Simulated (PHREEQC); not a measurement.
Consider water at 77 °C with 0.00097 mol KH2PO4 and 0.0027 mol NH3 per kg of water. Closed to the air; pH follows from the charge balance.

All values are PHREEQC results (ion-association model, phreeqc.dat), not measurements.

No solid was allowed to form.

### Question
Order these P species by the share of P that they hold, largest first: H2PO4-, KHPO4-, HPO4-2.

### Answer
HPO4-2 (94 %), H2PO4- (6.2 %), KHPO4- (0.14 %)

The pH is 8.19 and the ionic strength 0.00282 mol/kgw. Complexes and solids missing from the database can't appear. Constants without temperature data keep their 25 °C values here.
